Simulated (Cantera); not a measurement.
Feed: 1 mol HgO, 8.3 mol H₂, 1.7 mol N₂, held at 1400 °C and 34.0 Pa.

Cantera equilibrium calculation (NASA polynomials, part measured and part estimated; ideal gas, pure solids and liquids). Candidate condensed phases: H₂O, Hg, HgO; 25 gas species. Kinetics and transport are ignored.

Base state: H₂ 0.659, N₂ 0.154, Hg 0.0907, H₂O 0.0906, H 0.00502, OH 3.32e-5 (mole fractions); condensed: gas only.

**Question.** What changes in the equilibrium state with this change: temperature from 1400 °C to 350 °C?

**Answer.** 
```
species   before   after
-------  -------  ------
H₂         0.659   0.664
N₂         0.154   0.155
H₂O       0.0906  0.0909
H        0.00502   <1e-9
Hg        0.0907  0.0909
OH       3.32e-5   <1e-9
```
